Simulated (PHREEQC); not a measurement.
Dissolve 0.0077 mol/kgw CaCl2 and 0.22 mol/kgw Na2HPO4 at 25 °C. Closed to the air; pH follows from the charge balance.

Equilibrium calculation in PHREEQC: ion-association model, phreeqc.dat.

Each row changes one thing in this solution. Precipitation was switched off in this run.

```
case                                    pH  ionic strength (mol/kgw)  Ca+2 (mol/kgw)  CaOH+ (mol/kgw)
------------------------------------  ----  ------------------------  --------------  ---------------
as made                               8.38                     0.592        0.000801          1.08e-8
CaCl2 from 0.0077 to 0.00385 mol/kgw  8.56                     0.594        0.000323          6.55e-9
Na2HPO4 from 0.22 to 0.198 mol/kgw    8.37                     0.535        0.000846          1.13e-8
Na2HPO4 left out                      6.98                    0.0231         0.00770          7.98e-9
diluted 10-fold with water            8.65                    0.0639        0.000131          5.38e-9
CaCl2 from 0.0077 to 0.00693 mol/kgw  8.41                     0.592        0.000698          1.01e-8
temperature from 25 to 60 °C          8.20                     0.595        0.000503          4.20e-9
```

Some of these states are supersaturated (in Hydroxyapatite, for instance). Away from 25 °C the constants follow the database's enthalpies or fits; those with neither stay at their 25 °C values.
